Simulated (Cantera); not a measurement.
Mixture: CH₄ : O₂ : N₂ = 1 : 3.39 : 12.5 (molar parts), at 101000 Pa, adiabatic and at constant volume. Ignition delay is the time to a rise of 400 K.

Detailed kinetics in Cantera: GRI-Mech 3.0 (53 species, 325 reactions).

At T0 = 1273 K, what is the delay, and which 7 reactions control it most (d ln τ / d ln k, from doubling and halving each rate constant)?

The delay is 11.9 ms.
| reaction | d ln τ / d ln k | faster rate |
|---|---|---|
| 2 CH3 (+M) <=> C2H6 (+M) | 0.55 | lengthens it |
| CH3 + O2 <=> CH3O + O | -0.46 | shortens it |
| CH3 + O2 <=> CH2O + OH | -0.34 | shortens it |
| H + O2 <=> O + OH | -0.29 | shortens it |
| CH4 + H <=> CH3 + H2 | 0.26 | lengthens it |
| CH3 + HO2 <=> CH3O + OH | -0.24 | shortens it |
| CH2O + O2 <=> HCO + HO2 | -0.23 | shortens it |
